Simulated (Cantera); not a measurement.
An isothermal, constant-pressure homogeneous reactor starts with H2 : O2 = 0.0074 : 1 (molar parts), equivalence ratio 0.0037, at 1200 K and 20.0 Torr.

Cantera simulation using GRI-Mech 3.0 (53 species, 325 reactions); the numbers are that mechanism's predictions, not measurements. Radical loss at walls, strong at low pressure, is not modelled.

One state of this run: x H2 = 2.77e-9; x O2 = 0.993; x HO2 = 3.90e-9; x H = 3.00e-10; x H2O = 0.00737; x H2O2 = 1.23e-10. x: mole fraction; the columns are a selection and need not sum to one.

Problem. Which value of t (s) does it belong to?
A) 2.47
B) 20.7
C) 7.16
D) 0.102

Solution. B, 20.7
